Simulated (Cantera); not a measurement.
What does this Cantera script print?

```python
import numpy as np
import cantera as ct

gas_names = """
    H HI HO2 H2 H2O H2O2 I I2 O OH O2 O3
""".split()
cond_names = """
    H2O(s) H2O(L) I2(cr) I2(L)
""".split()


# ... load() reads the species with a 1 bar reference pressure and builds the phases ...
atoms = {
    'HI': {'H': 1, 'I': 1},
    'O2': {'O': 2},
    'H2': {'H': 2},
}
top_T = {}  # K; cautious upper limits of use, not melting points


# ... equilibrate(T, P, feed) seeds the gas with the atoms and calls Mixture.equilibrate('TP', solver="vcs", rtol=1e-11, max_steps=5000) ...
results = []
feed = {'HI': 1, 'O2': 2.1, 'H2': 6.3}  # mol
T = 1248  # K
for P in [10, 120, 1400, 17000, 210000, 2500000, 30000000]:
    mix = equilibrate(T, P, feed)
    results.append((T, P, feed, dict(zip(mix.species_names, mix.species_moles))))

top = {s: max(r[3][s] / sum(r[3][g] for g in gas_names) for r in results) for s in gas_names}
cols = sorted((s for s in top if top[s] > 1e-06), key=lambda s: -top[s])[:5]
seen = [c for c in cond_names if any(r[3].get(c, 0) > 1e-12 for r in results)]
print("log10 of partial pressures in bar; condensed amounts in mol")
print(f"{'P/Pa':>10s}" + "".join(f"{s[:9]:>10s}" for s in cols + seen))
for T, P, feed, n in results:
    ng = sum(n[g] for g in gas_names)
    print(f"{P:10.4g}" + "".join(f"{np.log10(max(n[s] / ng * P / 1e5, 1e-99)):10.3f}" for s in cols)
          + "".join(f"{n.get(c, 0):10.4g}" for c in seen))
```

Result:

```
log10 of partial pressures in bar; condensed amounts in mol
      P/Pa       H2O        H2        HI         I        I2
        10    -4.267    -4.481    -6.047    -4.922    -8.933
       120    -3.184    -3.410    -4.497    -3.907    -6.904
      1400    -2.109    -2.358    -3.071    -3.007    -5.103
   1.7e+04    -1.017    -1.291    -1.777    -2.247    -3.583
   2.1e+05     0.080    -0.209    -0.599    -1.610    -2.309
   2.5e+06     1.157     0.863     0.504    -1.042    -1.174
     3e+07     2.237     1.941     1.592    -0.493    -0.077
```

Cantera equilibrium calculation (NASA polynomials, part measured and part estimated; ideal gas, pure solids and liquids). The ideal-gas law is rough above about 30 bar.
